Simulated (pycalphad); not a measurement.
Effect of Cu content in Si-Cu

Source of the numbers: pycalphad with the COST 507 light-alloy database (1999); pressure 1 atm. These are 1990s assessments: newer ones move some temperatures and phases. Phase fractions are per mole of atoms.

Q: One of these alloys has its liquidus at 1545 K, its solidus at 1074 K, and holds DIAMOND_A4 0.70, CU19SI6_ETA 0.30 at 750 K. Which?
(A) Si-40.06Cu (wt.%)
(B) Si-49.71Cu (wt.%)
(C) Si-77.82Cu (wt.%)

A: A, Si-40.06Cu (wt.%). The others: Si-49.71Cu (wt.%), liquidus 1491, solidus 1074; Si-77.82Cu (wt.%), liquidus 1224, solidus 1074

Database names, with the compositions (at.%) that they take in these runs: CU19SI6_ETA: Cu 76 Si 24. DIAMOND_A4 is diamond (Si).
